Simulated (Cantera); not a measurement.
Charge: 1 mol B2O3, 20 mol HCl, 2 mol O2, at 1102 °C and 11.0 Pa.

These are equilibrium values from Cantera (NASA tables, ideal gas, pure condensed phases), not measurements of a reactor. Candidate condensed phases: B, B2O3, B3O3H3, H2O; 33 gas species. The tables' values for BOCl are old estimates; treat these amounts as uncertain. Rates play no part.

### Question
What is the equilibrium state?

### Answer
- x(HCl): 0.726
- x(Cl): 0.114
- x(HBO2): 0.0723
- x(O2): 0.0547
- x(H2O): 0.0238
- x(B2O3): 0.00558
- x(Cl2): 0.00262
- x(BOCl): 0.000791
- x(BO2): 0.000308
- gas amount: 23.65 mol
- log10 activity of B(s) (absent): -14.07
- log10 activity of B3O3H3(s) (absent): -34.73
